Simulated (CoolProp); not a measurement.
A single-stage vapour-compression cycle with the fluid: evaporating at 263.15 K (dew point), condensing at 306.15 K (bubble point), superheat 10 K, subcooling 0 K, compressor efficiency 0.9, no pressure losses. The same conditions are run with several fluids, on thermodynamics alone (safety and materials aside).

Values from CoolProp's reference Helmholtz-energy equation of state of each fluid (chloromethane (R40): Thol 2014; R1336mzz(Z): McLinden 2020; isobutane: Bücker 2006; cis-2-butene: Lemmon 2005; carbonyl sulfide: Lemmon 2006; dimethyl ether: Wu 2011).

```tsv
fluid	cooling COP	pressure ratio	discharge temperature (K)	refrigerating effect (kJ/kg)	volumetric capacity (kJ/m³)
chloromethane (R40)	4.62	4.03	370.1	___	___
R1336mzz(Z)	___	6.69	312.5	140	153
isobutane	4.57	4.06	316.3	___	802
cis-2-butene	4.75	4.72	___	347	510
carbonyl sulfide	___	3.26	356.8	230	3130
dimethyl ether	___	3.99	334.4	___	1420
```

Q: Some entries are withheld; supply them.

A: 
- chloromethane (R40), refrigerating effect (kJ/kg): 353
- chloromethane (R40), volumetric capacity (kJ/m³): 1470
- R1336mzz(Z), cooling COP: 4.63
- isobutane, refrigerating effect (kJ/kg): 278
- cis-2-butene, discharge temperature (K): 328.1
- carbonyl sulfide, cooling COP: 4.49
- dimethyl ether, cooling COP: 4.64
- dimethyl ether, refrigerating effect (kJ/kg): 360
